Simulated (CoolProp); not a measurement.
Computed with CoolProp (reference Helmholtz-energy equation of state, de Vries 1995).

For R124, give the phase and the density (kg/m³), cp (kJ/(kg K)), cv (kJ/(kg K)), speed of sound (m/s) at 363.6 K and 11.7 MPa.


- 363.6 K and 11.7 MPa: liquid; density 1200, cp 1.20, cv 0.834, speed of sound 413
